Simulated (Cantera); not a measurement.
An isothermal, constant-pressure homogeneous reactor starts with N2O : H2O = 1 : 0.02 (molar parts), at 1225 K and 0.0296 atm.

Model: GRI-Mech 3.0 (53 species, 325 reactions), integrated in Cantera. GRI-Mech 3.0 was tuned for natural gas; its chemistry of N2O as a main component is partial and can be far from experiment. Radical loss at walls, strong at low pressure, is not modelled. The mechanism lacks the step 2 NO + O2 → 2 NO2, which can matter for NO2 below about 1400 K. The temperature is held fixed by assumption; the heat of reaction is taken as removed at once.

### Question
Predict: x(N2O) at 2.00 s; x(H2O) at 2.00 s; x(N2) at 2.00 s; x(NO) at 2.00 s; x(NO2) at 2.00 s; x(OH) at 2.00 s; x(H2) at 2.00 s.

### Answer
```
Item                                                Result
----------------  ----------------------------------------
x(N2O) at 2.00 s     0.891 (gas-phase equilibrium 2.96e-9)
x(H2O) at 2.00 s     0.0190 (gas-phase equilibrium 0.0132)
x(N2) at 2.00 s       0.0568 (gas-phase equilibrium 0.658)
x(NO) at 2.00 s   0.00579 (gas-phase equilibrium 0.000271)
x(NO2) at 2.00 s  0.000441 (gas-phase equilibrium 8.79e-7)
x(OH) at 2.00 s    1.77e-5 (gas-phase equilibrium 4.08e-6)
x(H2) at 2.00 s    2.91e-8 (gas-phase equilibrium 2.82e-9)
```
